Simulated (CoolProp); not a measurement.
Saturation properties of benzene.

Computed with CoolProp (reference Helmholtz-energy equation of state, Thol 2012).

```tsv
T (K)	p (bar)	surface tension (mN/m)	vapour viscosity (µPa s)
326.4	___	24.5	___
337.7	0.6122	___	8.50
349	___	___	8.77
360.4	1.258	20.2	9.03
371.7	1.732	18.8	___
383	___	17.4	___
394.3	3.084	16.1	9.82
405.7	4.013	14.7	10.1
```

Problem. Complete the blanks.

Solution. 
- 326.4, p (bar): 0.4091
- 326.4, vapour viscosity (µPa s): 8.24
- 337.7, surface tension (mN/m): 23.1
- 349, p (bar): 0.8882
- 349, surface tension (mN/m): 21.6
- 371.7, vapour viscosity (µPa s): 9.29
- 383, p (bar): 2.334
- 383, vapour viscosity (µPa s): 9.56

It boils at 353.2 K under 1 atm.

Viscosity comes from a separate model (Avgeri 2014). Surface tension comes from a separate correlation (Mulero 2012).
